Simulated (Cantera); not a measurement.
Feed: 1 mol CH4, 0.032 mol NH3, a varied amount of N2, equilibrated at 330000 Pa.

These are equilibrium values from Cantera (NASA tables, ideal gas, pure condensed phases), not measurements of a reactor. Candidate condensed phases: C, C6H6, C7H8, C8H18; 92 gas species. Kinetics and transport are ignored.

Stable condensed phases, one row left out:

```
T in °C \ n(N2) in mol
         0.28 0.52 0.95  1.7  3.2  5.9   11   20
   2727     A    A    A    A    A    A    B    B
   2627     A    A    A    A    A    A    A    B
   2427     A    A    A    A    A    A    A    A
   2327     A    A    A    A    A    A    A    A
   2227     A    A    A    A    A    A    A    A
   2127     A    A    A    A    A    A    A    A
   2027     A    A    A    A    A    A    A    A
   1927     A    A    A    A    A    A    A    A
```

A: C; B: gas only.

### Question
Give the row for 2527 °C.

### Answer
0.28: C; 0.52: C; 0.95: C; 1.7: C; 3.2: C; 5.9: C; 11: C; 20: C.
